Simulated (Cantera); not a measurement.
What does this Cantera script print?

```python
import numpy as np
import cantera as ct

gas_names = """
    Electron C C+ C- CN CN+ CN- C2 C2+ C2- CCN CNC C2N2 C3 C4 C4N2 C5 N N+ N- N2 N2+ N2- Si Si+ SiC SiC2
    SiN Si2 Si2C Si2N Si3
""".split()
cond_names = """
    C(gr) Si(cr) Si(L) SiC(b) Si3N4(a)
""".split()


# ... load() reads the species with a 1 bar reference pressure and builds the phases ...
atoms = {
    'SiC': {'Si': 1, 'C': 1},
    'C': {'C': 1},
    'N2': {'N': 2},
}
top_T = {'C(gr)': 4500, 'SiC(b)': 3050, 'Si3N4(a)': 2400}  # K; cautious upper limits of use, not melting points


# ... equilibrate(T, P, feed) seeds the gas with the atoms and calls Mixture.equilibrate('TP', solver="vcs", rtol=1e-11, max_steps=5000) ...
results = []
feed = {'SiC': 1, 'C': 0.056, 'N2': 0.017}  # mol
P = 10000  # Pa
for T in [2500, 2750, 3000, 3250, 3500, 3750, 4000, 4250, 4500, 4750, 5000]:
    mix = equilibrate(T, P, feed)
    results.append((T, P, feed, dict(zip(mix.species_names, mix.species_moles))))

top = {s: max(r[3][s] / sum(r[3][g] for g in gas_names) for r in results) for s in gas_names}
cols = sorted((s for s in top if top[s] > 0.001), key=lambda s: -top[s])[:5]
seen = [c for c in cond_names if any(r[3].get(c, 0) > 1e-12 for r in results)]
print("log10 of partial pressures in bar; condensed amounts in mol")
print(f"{'T/K':>10s}" + "".join(f"{s[:9]:>10s}" for s in cols + seen))
for T, P, feed, n in results:
    ng = sum(n[g] for g in gas_names)
    print(f"{T:10.4g}" + "".join(f"{np.log10(max(n[s] / ng * P / 1e5, 1e-99)):10.3f}" for s in cols)
          + "".join(f"{n.get(c, 0):10.4g}" for c in seen))
```

It prints:

```
log10 of partial pressures in bar; condensed amounts in mol
       T/K        N2        Si         C      SiC2      Si2C     C(gr)    SiC(b)
      2500    -1.007    -2.944    -6.779    -3.530    -3.789   0.05618    0.9997
      2750    -1.093    -1.975    -5.423    -2.280    -2.569   0.05777    0.9954
      3000    -2.756    -1.342    -4.295    -1.416    -1.902    0.2416         0
      3250    -2.845    -1.345    -3.399    -1.341    -2.475         0         0
      3500    -2.952    -1.282    -2.754    -1.458    -2.958         0         0
      3750    -3.101    -1.240    -2.248    -1.674    -3.451         0         0
      4000    -3.272    -1.228    -1.860    -2.001    -3.991         0         0
      4250    -3.421    -1.249    -1.586    -2.455    -4.595         0         0
      4500    -3.501    -1.281    -1.425    -3.036    -5.240         0         0
      4750    -3.526    -1.303    -1.351    -3.690    -5.875         0         0
      5000    -3.569    -1.316    -1.323    -4.345    -6.467         0         0
```

Equilibrium computed with Cantera from the NASA thermochemical tables; the gas is ideal and each condensed phase is pure. The tables' values for SiN are old estimates; treat these amounts as uncertain.
